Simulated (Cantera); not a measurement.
A Cantera script and its output.

```python
import numpy as np
import cantera as ct

gas = ct.Solution("gri30.yaml")
gas.TPX = 1775, 13332, {'CH4': 1, 'H2': 1.3}
reactor = ct.IdealGasConstPressureReactor(gas, energy="off", clone=False)
net = ct.ReactorNet([reactor])
net.rtol, net.atol = 1e-08, 1e-18
show = ['CH4', 'H2', 'C2H', 'C2H2', 'C2H6']
times = np.geomspace(3e-06, 3, 10)

steps = ct.SolutionArray(gas, extra=["t"])
rows = []
print(f"{'t/s':>10s}{'T/K':>9s}{'P/Pa':>11s}" + "".join(f"{s:>11s}" for s in show))
for t in times:
    while net.time < t:
        t_next = net.step()
        steps.append(gas.state, t=t_next)
    rows.append([np.interp(t, steps.t, y) for y in (steps.T, steps.P, *steps(*show).X.T)])
    print(f"{t:10.3e}{rows[-1][0]:9.1f}{rows[-1][1]:11.4g}" + "".join(f"{x:11.3e}" for x in rows[-1][2:]))
rate = np.gradient(steps.T, steps.t)
print("integrator steps:", len(steps.t))
if steps.T.max() > steps.T[0] + 200:
    print(f"time of steepest temperature rise: {steps.t[rate.argmax()]:.4e} s")
gas.TPX = 1775, 13332, {'CH4': 1, 'H2': 1.3}
gas.equilibrate("TP")
print(f"equilibrium (TP): T = {gas.T:.1f} K  " + "  ".join(f"{s} {gas[s].X[0]:.3e}" for s in show))
```

Result:

```
       t/s      T/K       P/Pa        CH4         H2        C2H       C2H2       C2H6
 3.000e-06   1775.0  1.333e+04  4.348e-01  5.652e-01  3.116e-22  8.624e-15  1.528e-10
 1.392e-05   1775.0  1.333e+04  4.347e-01  5.652e-01  1.481e-18  1.333e-11  1.896e-08
 6.463e-05   1775.0  1.333e+04  4.342e-01  5.653e-01  5.291e-15  1.176e-08  1.783e-06
 3.000e-04   1775.0  1.333e+04  4.314e-01  5.660e-01  1.994e-11  1.050e-05  8.945e-05
 1.392e-03   1775.0  1.333e+04  3.985e-01  5.846e-01  2.064e-08  4.336e-03  5.525e-04
 6.463e-03   1775.0  1.333e+04  2.626e-01  6.742e-01  2.691e-07  5.358e-02  2.664e-04
 3.000e-02   1775.0  1.333e+04  9.916e-02  7.824e-01  6.487e-07  1.153e-01  4.513e-05
 1.392e-01   1775.0  1.333e+04  2.220e-02  8.331e-01  9.259e-07  1.431e-01  2.789e-06
 6.463e-01   1775.0  1.333e+04  4.890e-03  8.445e-01  1.014e-06  1.493e-01  1.738e-07
 3.000e+00   1775.0  1.333e+04  2.809e-03  8.459e-01  1.023e-06  1.501e-01  7.843e-08
integrator steps: 1169
equilibrium (TP): T = 1775.0 K  CH4 2.799e-03  H2 8.459e-01  C2H 1.023e-06  C2H2 1.501e-01  C2H6 7.809e-08
```

Cantera simulation using GRI-Mech 3.0 (53 species, 325 reactions); the numbers are that mechanism's predictions, not measurements. GRI-Mech 3.0 stops at C3 and has no aromatics, soot or wall deposition, so with more carbon than oxygen in the feed, carbon stays in small species such as C2H2 where larger ones or solid carbon would form.
